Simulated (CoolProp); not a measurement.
Vapour pressure (bar) of n-octane: the reference equation beside estimates from Tc = 568.7 K, pc = 24.84 bar, ω = 0.398.

The numbers come from the reference Helmholtz-energy equation of state, Beckmüller 2019 in CoolProp.

| T (K) | reference | Lee-Kesler | Soave-Redlich-Kwong |
|---|---|---|---|
| 267.5 | 0.002610 | 0.002471 | 0.002549 |
| 275.3 | 0.004533 | 0.004294 | 0.004420 |
| 283.1 | 0.007592 | 0.007203 | 0.007396 |
| 290.9 | 0.01230 | 0.01169 | 0.01198 |
| 298.6 | 0.01921 | 0.01833 | 0.01873 |
| 306.4 | 0.02937 | 0.02811 | 0.02865 |
| 314.2 | 0.04376 | 0.04205 | 0.04275 |
| 322 | 0.06368 | 0.06145 | 0.06231 |
| 329.8 | 0.09070 | 0.08789 | 0.08891 |
| 337.6 | 0.1266 | 0.1232 | 0.1244 |
| 345.4 | 0.1736 | 0.1697 | 0.1709 |
| 353.1 | 0.2331 | 0.2287 | 0.2299 |
| 360.9 | 0.3093 | 0.3047 | 0.3058 |
| 368.7 | 0.4045 | 0.4001 | 0.4008 |
| 376.5 | 0.5220 | 0.5180 | 0.5185 |

Absolute difference from the reference over all 15 rows, mean and median: Lee-Kesler 3.3 and 3.5 %, Soave-Redlich-Kwong 1.9 and 2.2 %.
